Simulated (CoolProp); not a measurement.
The fluid at 298.15 K and 0.514 MPa is compressed adiabatically to 2.53 MPa with isentropic efficiency 0.75. The same conditions are run with several fluids, on thermodynamics alone (safety and materials aside).

Computed with CoolProp (reference Helmholtz-energy equation of state of each fluid (C3F8 (R218): Lemmon 2006; nitrous oxide: Lemmon 2006; R407C: Lemmon 2003; R115: Lemmon 2016; normal hydrogen: Leachman 2009)). Blends and air are pseudo-pure fits.

```tsv
fluid	work (kJ/kg)	final temperature (K)	final phase	final density (kg/m³)
C3F8 (R218)	21.9	…	gas	297
nitrous oxide	…	449.9	gas	30.8
R407C	…	381.6	gas	83.7
R115	29.1	…	gas	196
normal hydrogen	3330	527.4	…	1.15
```

Problem. Fill in the missing entries.

Solution. 
- C3F8 (R218), final temperature (K): 351.0
- nitrous oxide, work (kJ/kg): 137
- R407C, work (kJ/kg): 58.5
- R115, final temperature (K): 360.0
- normal hydrogen, final phase: supercritical
